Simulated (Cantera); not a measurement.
Charge: 1 mol Si(CH₃)₄, 0.14 mol C₂H₄, 8.7 mol H₂, at 1775 K and 14.0 mbar.

Cantera equilibrium calculation (NASA polynomials, part measured and part estimated; ideal gas, pure solids and liquids). Candidate condensed phases: C, C₆H₆, C₇H₈, C₈H₁₈, Si, SiC; 87 gas species. Equilibrium is a limit: real reactors are often held back by kinetics, nucleation or transport.

Base state: H₂ 0.997, H 0.00244, C₂H₂ (acetylene) 0.000142, CH₄ 1.17e-5 (mole fractions); condensed: C(graphite) + SiC(s).

Problem. What changes in the equilibrium state with this change: Si(CH₃)₄ replaced by SiH₄?

Solution. 
```csv
species,before,after
H₂,0.997,0.997
H,0.00244,0.00244
Si,3.36e-6,0.000157
C₂H₂ (acetylene),0.000142,6.53e-8
CH₄,1.17e-5,2.50e-7
SiH,4.88e-7,2.27e-5
"C(graphite), mol",3.28,0
"SiC(s), mol",1.000,0.280
"Si(l), mol",0,0.718
```
Mutual solubility and eutectic melting of coexisting phases are not modelled. Gases not in the tables: Si₂H₆ and higher silanes.
